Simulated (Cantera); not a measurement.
Stirred combustor or abatement burner

A perfectly stirred reactor is fed with CH4 : O2 : N2 = 1 : 1.67 : 6.27 (molar parts), equivalence ratio 1.2, at 5.00 bar; it is adiabatic with a 350 K inlet, and is followed from long to short residence time, starting on the burning branch (τ in s: 0.4, 0.14, 0.046, 0.016, 0.0054, 0.0019, 0.00063, 0.00022, 7.4e-05).

Cantera simulation using GRI-Mech 3.0 (53 species, 325 reactions); the numbers are that mechanism's predictions, not measurements.

```
τ (s)    T (K)     x CH4      x O2  x CH2CO      x NO    x HCO   x H2O
-------  -----  --------  --------  -------  --------  -------  ------
0.40      2178   8.74e-6   2.59e-5  9.99e-9  0.000110  2.47e-8   0.189
0.14      2177   1.93e-5   4.90e-5  2.67e-8  0.000139  3.18e-8   0.189
0.046     2174   3.85e-5  0.000105  7.20e-8  0.000180  5.03e-8   0.189
0.016     2170   6.55e-5  0.000219  1.71e-7  0.000223  9.40e-8   0.188
0.0054    2164  0.000104  0.000461  3.80e-7  0.000264  2.09e-7   0.188
0.0019    2152  0.000163  0.000932  7.56e-7  0.000290  4.93e-7   0.187
0.00063   2132  0.000289   0.00197  1.59e-6  0.000290  1.29e-6   0.186
0.00022   2098  0.000611   0.00428  3.98e-6  0.000241  3.32e-6   0.184
7.4e-5     350     0.112     0.187   <1e-12    <1e-12   <1e-12  <1e-12
```
x: mole fraction; the columns are a selection and need not sum to one.
